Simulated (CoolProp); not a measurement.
A single-stage vapour-compression cycle with R1132(E): evaporating at 314.15 K (dew point), condensing at 334.15 K (bubble point), superheat 8 K, subcooling 5 K, compressor efficiency 0.8, no pressure losses. Each further row changes one setting.

Model: reference Helmholtz-energy equation of state, Akasaka 2024, in CoolProp.

```csv
case,cooling COP,pressure ratio,discharge temperature (K),refrigerating effect (kJ/kg),volumetric capacity (kJ/m³)
as stated,9.79,1.56,351.6,165,13300
evaporating temperature 319.15 K,13.5,1.39,349.3,166,…
condensing temperature 329.15 K,13.8,1.40,…,176,14200
subcooling 10 K,10.5,1.56,351.6,177,14300
superheat 18 K,9.78,1.56,…,179,13400
compressor efficiency 0.7,8.57,1.56,353.0,165,13300
```

Question: What belongs in the gaps?

Answer: 
- evaporating temperature 319.15 K, volumetric capacity (kJ/m³): 15300
- condensing temperature 329.15 K, discharge temperature (K): 344.3
- superheat 18 K, discharge temperature (K): 361.4
